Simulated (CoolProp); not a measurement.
Model: reference Helmholtz-energy equation of state, Gao 2022, in CoolProp.

Give the vapour pressure (MPa), liquid density (kg/m³), vapour density (kg/m³), enthalpy of vaporisation (kJ/kg) of saturated n-perfluorobutane at -8.85 °C.


```tsv
T (°C)	p (MPa)	liquid density (kg/m³)	vapour density (kg/m³)	enthalpy of vaporisation (kJ/kg)
-8.85	0.0764	1620	8.60	99.8
```
